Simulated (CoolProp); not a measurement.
Properties of cyclopentane along the isotherm 550 K (Tc = 511.7 K, pc = 45.83 bar, ω = 0.202).

The numbers come from the reference Helmholtz-energy equation of state, Gedanitz 2015 in CoolProp.

```tsv
p (bar)	phase	Z	cp (kJ/(kg K))	cv (kJ/(kg K))	conductivity (mW/(m K))	fugacity coefficient
0.725	gas	0.9956	2.364	2.243	42.8	0.9956
1.17	gas	0.9929	2.367	2.244	42.9	0.9929
1.89	gas	0.9884	2.370	2.245	43.1	0.9885
3.06	gas	0.9812	2.376	2.247	43.4	0.9815
4.94	gas	0.9695	2.386	2.249	43.9	0.9702
7.98	gas	0.9502	2.404	2.254	44.7	0.9520
12.9	gas	0.9182	2.436	2.261	45.9	0.9230
20.8	gas	0.8641	2.504	2.275	48.1	0.8772
33.6	gas	0.7672	2.681	2.302	52.0	0.8049
54.3	supercritical	0.5692	3.577	2.365	61.2	0.6908
87.8	supercritical	0.3590	3.983	2.389	70.3	0.5253
142	supercritical	0.4685	3.113	2.353	76.1	0.3943
229	supercritical	0.6791	2.909	2.340	83.6	0.3204
```

The peak of cp marks the crossing from liquid-like to gas-like fluid above the critical point.

Thermal conductivity comes from a separate model (Vassiliou 2015).
